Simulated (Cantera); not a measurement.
Adiabatic ignition

An adiabatic, constant-pressure homogeneous reactor starts with 4.88 % CO, 5.37 % H₂, 1.42 % CH₄, 18.5 % O₂, 69.8 % N₂, at 1373 K and 1.00 bar.

Model: GRI-Mech 3.0 (53 species, 325 reactions), integrated in Cantera.

```
t (s)     T (K)     x CO      x H₂     x CH₄      x O   x CH₂CO    x C₂H₄    x CO₂
--------  -----  -------  --------  --------  -------  --------  --------  -------
1.00e-6    1373   0.0488    0.0537    0.0142  6.13e-9    <1e-12    <1e-12  5.14e-9
3.88e-6    1373   0.0488    0.0537    0.0142  3.71e-8    <1e-12    <1e-12  2.61e-8
1.51e-5    1373   0.0488    0.0537    0.0142  1.42e-6  6.51e-12  2.87e-11  6.21e-7
5.84e-5    1740   0.0429   0.00529  3.03e-11   0.0217    <1e-12    <1e-12   0.0203
0.000227   2182   0.0113   0.00277    <1e-12  0.00955    <1e-12    <1e-12   0.0539
0.000879   2337  0.00374  0.000830    <1e-12  0.00268    <1e-12    <1e-12   0.0623
0.00341    2348  0.00300  0.000678    <1e-12  0.00218    <1e-12    <1e-12   0.0631
0.0132     2346  0.00297  0.000671    <1e-12  0.00214    <1e-12    <1e-12   0.0631
0.0514     2338  0.00286  0.000650    <1e-12  0.00202    <1e-12    <1e-12   0.0632
0.199      2330  0.00277  0.000631    <1e-12  0.00192    <1e-12    <1e-12   0.0633
0.773      2330  0.00276  0.000630    <1e-12  0.00192    <1e-12    <1e-12   0.0633
3.00       2330  0.00276  0.000630    <1e-12  0.00192    <1e-12    <1e-12   0.0633
```
x: mole fraction; the columns are a selection and need not sum to one.

- time of steepest temperature rise: 44.8 µs
- temperature at 3.00 s: 2330 K
- equilibrium temperature: 2330 K
- x(CO) at 3.00 s: 0.00276 (gas-phase equilibrium 0.00276)
- x(H₂) at 3.00 s: 0.000630 (gas-phase equilibrium 0.000630)
- x(CH₄) at 3.00 s: <1e-12 (gas-phase equilibrium <1e-12)
